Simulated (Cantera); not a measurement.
Feed: 1 mol CH₄, 2.1 mol H₂, equilibrated at 1175 °C and 1000 Pa.

Method: chemical equilibrium by Gibbs-energy minimisation in Cantera with the NASA 1993 tables (ideal gas, pure condensed phases). Candidate condensed phases: C, C₆H₆, C₇H₈, C₈H₁₈; 76 gas species. Kinetics and transport are ignored.

Base state: H₂ 1.000, H 9.23e-5, CH₄ 3.33e-5 (mole fractions); condensed: C(graphite).

Task: What changes in the equilibrium state with this change: temperature from 1175 °C to 2725 °C?

Result: 
```json
[
 {"species": "H", "before": "9.23e-5", "after": "0.727"},
 {"species": "H₂", "before": "1.000", "after": "0.214"},
 {"species": "C₃", "before": "<1e-9", "after": "0.0295"},
 {"species": "C₂H₂ (acetylene)", "before": "4.76e-6", "after": "0.0130"},
 {"species": "C₂H", "before": "<1e-9", "after": "0.00753"},
 {"species": "C", "before": "<1e-9", "after": "0.00492"},
 {"species": "C₂", "before": "<1e-9", "after": "0.00303"},
 {"species": "C(graphite), mol", "before": "1.000", "after": "0"}
]
```
